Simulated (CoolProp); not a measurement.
A closed Brayton cycle with carbon dioxide: compressor inlet 326.15 K and 8.7 MPa, high pressure 29 MPa, turbine inlet 740 K, compressor efficiency 0.8, turbine efficiency 0.93, recuperator effectiveness 0.9 (on enthalpy, no pinch check). Each further row changes one setting.

Computed with CoolProp (reference Helmholtz-energy equation of state, Span 1996).

```
case                           thermal efficiency (%)  net work (kJ/kg)  compressor to turbine work  compressor exit (K)  turbine exit (K)
-----------------------------  ----------------------  ----------------  --------------------------  -------------------  ----------------
as stated                                        29.7              73.1                        0.48                427.3             601.5
turbine inlet 690 K                              26.7              61.2                        0.53                427.3             556.7
compressor inlet 336.15 K                        27.5              64.4                        0.54                446.5             601.5
high pressure 24.6 MPa                           29.7              67.4                        0.45                412.9             619.9
recuperator effectiveness 0.5                    22.4              73.1                        0.48                427.3             601.5
```
